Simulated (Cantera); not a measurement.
A freely propagating, adiabatic, planar premixed flame of CH₄ : O₂ : N₂ = 1 : 2.25 : 8.45 (molar parts), unburnt at 625 K and 0.510 bar; mixture-averaged transport, grid criteria slope 0.08 and curve 0.16, no radiation.

Computed with Cantera and GRI-Mech 3.0 (53 species, 325 reactions). Burning velocities carry a grid error of a few per cent, more on coarse grids.

Question: Predict: laminar burning velocity; thermal thickness; peak x(CH₂); peak x(CO); peak x(C₂H).

Answer: 
```json
{
  "laminar_burning_velocity": "157 cm/s",
  "thermal_thickness": "0.592 mm",
  "peak x(CH₂)": "5.35e-5",
  "peak x(CO)": "0.0494",
  "peak x(C₂H)": "1.72e-7"
}
```
